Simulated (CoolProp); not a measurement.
The fluid at 293.15 K and 0.137 MPa expands adiabatically to 0.00988 MPa with isentropic efficiency 1. The same conditions are run with several fluids, on thermodynamics alone (safety and materials aside).

Computed with CoolProp (reference Helmholtz-energy equation of state of each fluid (carbonyl sulfide: Lemmon 2006; ethane: Bücker 2006; R124: de Vries 1995; isobutene: Lemmon 2005; R143a: Lemmon and Jacobsen 2000)).

Question: Rank carbonyl sulfide, ethane, R124, isobutene, R143a by work (kJ/kg), highest first.

Answer: ethane (169), isobutene (97.8), carbonyl sulfide (81.1), R143a (64.7), R124 (40.9)

| fluid | final temperature (K) | final phase | final density (kg/m³) |
|---|---|---|---|
| carbonyl sulfide | 182.9 | two-phase, vapour fraction 0.961 | 0.408 |
| ethane | 180.7 | gas | 0.198 |
| R124 | 229.2 | gas | 0.712 |
| isobutene | 220.7 | gas | 0.305 |
| R143a | 213.0 | gas | 0.472 |
